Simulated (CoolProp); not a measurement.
Vapour-liquid equilibrium of CH2F2 (R32) (1) + R123 (2) at 235.8 K; x and y are mole fractions of (1).

Computed with CoolProp (multi-fluid Helmholtz-energy mixture model, Tillner-Roth 1997 and Younglove 1994; pair parameters Bell 2016).

Problem. Give the bubble pressure and the first vapour's composition at x = 0.2, 0.65, 0.95. Is there an azeotrope?

Solution. x = 0.2: 0.06566 MPa, y = 0.945; x = 0.65: 0.1463 MPa, y = 0.984; x = 0.95: 0.1902 MPa, y = 0.997. No azeotrope shows between x = 0.05 and 0.95.

Pair parameters are fitted to limited data, so mixtures are less certain than the pure fluids. With so large a gap from Raoult's law the liquid may split in two, which this calculation doesn't test in full.
